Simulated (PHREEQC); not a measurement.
A made-up water analysis in mg/L, 20 °C, pH 2.99, pe 11.5:

| constituent | mg/L |
|---|---|
| Na | 198 |
| K | 4.08 |
| Ca | 146 |
| Mg | 194 |
| Cl | 318 |
| S(6) as SO4 | 1320 |
| Al | 0.147 |
| O(0) (dissolved oxygen) | 8.32 |
| Si as SiO2 | 2.56 |

Cl is adjusted to close the charge balance.
Valence states are taken as typed.

Computed with PHREEQC (ion-association model, phreeqc.dat).

This is a speciation only: nothing precipitates in the calculation.

**Question.** Order these Al species by the share of Al that they hold, largest first: AlSO4+, Al+3, Al(SO4)2-.

**Answer.** AlSO4+ (73 %), Al+3 (17 %), Al(SO4)2- (10 %)

The pH is 2.99 and the ionic strength 0.0435 mol/kgw.
